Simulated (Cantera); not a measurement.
Cantera with NASA thermochemical tables; ideal gases at 1 bar, condensed phases pure. Values are per mole of reaction as written; species without (g) are pure solids or liquids, kept so even where they would boil at 1 bar.

Q: Between 1648 and 2348 K, where is each reaction favourable under standard conditions?
- Ti4O7 ⇌ Ti2O3 + 2 TiO2
- 2 Ti3O5 ⇌ Ti + 5 TiO2

A: 
- Ti4O7 ⇌ Ti2O3 + 2 TiO2: ΔG° is 21 kJ at 1648 K and 54 kJ at 2348 K; it stays positive (K < 1). ΔH° is -4 kJ and ΔS° -25 J/K at 2348 K.
- 2 Ti3O5 ⇌ Ti + 5 TiO2: ΔG° is 242 kJ at 1648 K and 305 kJ at 2348 K; it stays positive (K < 1). ΔH° is 117 kJ and ΔS° -80 J/K at 2348 K.
